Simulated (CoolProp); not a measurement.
Ethanol along the isotherm 555.8 K: density (kg/m³) from the reference equation and from simpler models built on Tc = 514.7 K, pc = 62.68 bar, ω = 0.644; each cubic takes its own stable root.

The numbers come from the reference Helmholtz-energy equation of state, Schroeder 2014 in CoolProp.

```
p (bar)          phase  reference  Redlich-Kwong  Peng-Robinson
-------  -------------  ---------  -------------  -------------
7.23               gas      7.385          7.446          7.453
14.5               gas      15.20          15.47          15.49
21.7               gas      23.40          24.03          24.06
28.9               gas      32.11          33.34          33.34
36.2               gas      41.59          43.70          43.60
43.4               gas      51.73          55.07          54.72
50.6               gas      62.85          67.90          67.02
57.9               gas      75.43          82.93          80.95
65.1     supercritical      89.61          100.5          96.44
72.3     supercritical      106.3          122.2          114.0
79.6     supercritical      126.9          150.4          134.4
86.8     supercritical      152.7          185.2          157.1
94       supercritical      185.7          220.8          181.9
```
